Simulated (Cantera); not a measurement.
Feed: 1 mol MgO, 0.11 mol C, 1.7 mol H2, held at 1750 °C and 8.50e-5 bar.

Cantera equilibrium calculation (NASA polynomials, part measured and part estimated; ideal gas, pure solids and liquids). Candidate condensed phases: C, C6H6, C7H8, C8H18, H2O, Mg, MgCO3, MgO, Mg(OH)2; 116 gas species. The tables' values for MgH are old estimates; treat these amounts as uncertain. Kinetics and transport are ignored.

Base state: Mg 0.300, H2 0.293, H2O 0.242, H 0.112, CO 0.0328, OH 0.00958, CO2 0.00579, O 0.00265 (mole fractions); condensed: MgO(s).

Problem. What changes in the equilibrium state with this change: C from 0.11 to 0.0068 mol?

Solution. 
```json
[
 {"species": "H2", "before": "0.293", "after": "0.311"},
 {"species": "Mg", "before": "0.300", "after": "0.287"},
 {"species": "H2O", "before": "0.242", "after": "0.269"},
 {"species": "CO", "before": "0.0328", "after": "0.00217"},
 {"species": "OH", "before": "0.00958", "after": "0.0103"},
 {"species": "H", "before": "0.112", "after": "0.115"},
 {"species": "CO2", "before": "0.00579", "after": "0.000401"},
 {"species": "Mg(OH)2", "before": "1.14e-5", "after": "1.27e-5"},
 {"species": "O2", "before": "0.000938", "after": "0.00103"},
 {"species": "O", "before": "0.00265", "after": "0.00277"},
 {"species": "MgO(s), mol", "before": "0.140", "after": "0.239"}
]
```

Problem. What changes in the equilibrium state with this change: H2 from 1.7 to 0.011 mol?

Solution. 
```tsv
species	before	after
Mg	0.300	0.497
CO	0.0328	0.399
CO2	0.00579	0.0425
H2	0.293	0.0193
H2O	0.242	0.00963
H	0.112	0.0286
Mg(OH)2	1.14e-5	4.54e-7
OH	0.00958	0.00149
MgOH	0.000762	0.000196
O2	0.000938	0.000342
MgH	2.36e-5	1.00e-5
MgO(s), mol	0.140	0.876
```
